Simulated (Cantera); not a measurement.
A perfectly stirred reactor is fed with H2 : O2 : N2 = 1 : 0.357 : 1.34 (molar parts), equivalence ratio 1.4, at 0.987 atm; it is adiabatic with a 450 K inlet, and is followed from long to short residence time, starting on the burning branch (τ in s: 0.42, 0.16, 0.059, 0.022, 0.0083, 0.0031, 0.0012, 0.00043, 0.00016, 6e-05, 2.3e-05, 8.5e-06, 3.2e-06).

Detailed kinetics in Cantera: the H2/O2 subset of GRI-Mech 3.0, which has no nitrogen chemistry.

**Question.** What does this change do: O2 0.357 to 0.46 parts?

**Answer.** 
```
quantity                                                                      before                               after
------------------------------------------------  ----------------------------------  ----------------------------------
blow-out, bracketed by the residence times tried  burning at 23.0 µs, out at 8.50 µs  burning at 8.50 µs, out at 3.20 µs
x(H2) at τ = 0.420 s                                                           0.120                              0.0500
x(O2) at τ = 0.420 s                                                         8.22e-5                             0.00567
x(H2O2) at τ = 0.420 s                                                       1.52e-8                             2.43e-7
x(H) at τ = 0.420 s                                                          0.00550                             0.00952
x(OH) at τ = 0.420 s                                                         0.00248                              0.0160
x(H2) at τ = 1.20 ms                                                           0.116                              0.0587
x(O2) at τ = 1.20 ms                                                         0.00172                              0.0101
x(H2O2) at τ = 1.20 ms                                                       1.35e-7                             2.63e-7
x(H) at τ = 1.20 ms                                                           0.0259                              0.0178
x(OH) at τ = 1.20 ms                                                         0.00878                              0.0203
```
